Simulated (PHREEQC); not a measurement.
A column of 0.2 m (30 cells, dispersivity 0.007 m, 60 s a shift, diffusion coefficient 3e-10 m²/s) holds 0.12 eq of the database's cation exchanger X per kg of pore water, first in equilibrium with 0.0058 mol/kgw MnCl2, 0.0011 mol/kgw NH4Cl, 0.043 mol/kgw MgCl2 and 1e-05 mol/kgw HCl. It is flushed with 0.097 mol/kgw NH4Cl, 0.043 mol/kgw CaCl2 and 1e-05 mol/kgw HCl, at 40 °C. Values are for the last cell. CO2 from the air is kept out. No solid was allowed to form.

The series has 31 steps of pore volumes, from 0 to 4.017.

All values are PHREEQC results (ion-association model, phreeqc.dat), not measurements.

### Question
After how many pore volumes does Ca at the outlet first reach half of its feed value?

### Answer
By 1.8 pore volumes.

Constants without temperature data keep their 25 °C values here.
